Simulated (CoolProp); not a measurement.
Model: reference Helmholtz-energy equation of state, Lemmon 2004, in CoolProp. It is a short technical equation, of lower accuracy than the large ones.

### Question
Give the vapour pressure (bar), liquid density (kg/m³), liquid cp (kJ/(kg K)), surface tension (mN/m) of saturated n-dodecane at 49.55, 77.55 °C.

### Answer
```tsv
T (°C)	p (bar)	liquid density (kg/m³)	liquid cp (kJ/(kg K))	surface tension (mN/m)
49.55	0.00114	728	2.30	22.7
77.55	0.00641	707	2.40	20.3
```

Surface tension comes from a separate correlation (Mulero 2012).
